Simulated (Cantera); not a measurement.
Pyrogenic steam for wet oxidation

A perfectly stirred reactor is fed with 18.6 % H₂, 11.6 % O₂, 69.8 % N₂, at 0.400 bar; it is held at 1375 K, and followed from long to short residence time.

Detailed kinetics in Cantera: the H2/O2 subset of GRI-Mech 3.0, which has no nitrogen chemistry. The temperature is held fixed by assumption; the heat of reaction is taken as removed at once.

```json
[
 {"τ (s)": "12", "x H₂": "4.69e-5", "x O₂": "0.0256", "x O": "8.81e-6", "x H₂O₂": "6.46e-8", "x H": "1.97e-6", "x OH": "0.000185"},
 {"τ (s)": "3.0", "x H₂": "0.000118", "x O₂": "0.0256", "x O": "2.24e-5", "x H₂O₂": "1.30e-7", "x H": "7.87e-6", "x OH": "0.000293"},
 {"τ (s)": "0.75", "x H₂": "0.000298", "x O₂": "0.0256", "x O": "5.75e-5", "x H₂O₂": "2.49e-7", "x H": "3.16e-5", "x OH": "0.000467"},
 {"τ (s)": "0.19", "x H₂": "0.000736", "x O₂": "0.0258", "x O": "0.000146", "x H₂O₂": "4.45e-7", "x H": "0.000125", "x OH": "0.000740"},
 {"τ (s)": "0.046", "x H₂": "0.00183", "x O₂": "0.0261", "x O": "0.000379", "x H₂O₂": "7.49e-7", "x H": "0.000501", "x OH": "0.00119"},
 {"τ (s)": "0.012", "x H₂": "0.00415", "x O₂": "0.0271", "x O": "0.000912", "x H₂O₂": "1.12e-6", "x H": "0.00178", "x OH": "0.00184"},
 {"τ (s)": "0.0029", "x H₂": "0.00908", "x O₂": "0.0296", "x O": "0.00222", "x H₂O₂": "1.50e-6", "x H": "0.00614", "x OH": "0.00285"},
 {"τ (s)": "0.00071", "x H₂": "0.0173", "x O₂": "0.0345", "x O": "0.00496", "x H₂O₂": "1.72e-6", "x H": "0.0176", "x OH": "0.00417"}
]
```
x: mole fraction; the columns are a selection and need not sum to one.
